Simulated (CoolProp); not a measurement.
A simple Rankine cycle with ethanol: condensing at 318.15 K, boiler at 0.389 MPa, turbine inlet 405.1 K, turbine efficiency 0.75, pump efficiency 0.6, no recuperator. Each further row changes one setting.

Values from CoolProp's reference Helmholtz-energy equation of state, Schroeder 2014.

```tsv
case	thermal efficiency (%)	net work (kJ/kg)	heat in (kJ/kg)	turbine exit temperature (K)	volume ratio over the turbine
as stated	12.5	128	1020	318.1	13.9
turbine inlet 425.1 K	12.7	135	1060	335.7	13.9
condensing temperature 310.15 K	13.8	144	1040	310.2	20.4
boiler pressure 0.272 MPa	11.2	115	1030	327.5	9.88
turbine efficiency 0.65	10.9	111	1020	325.2	14.3
```

The expansion ends wet for: as stated; condensing temperature 310.15 K.
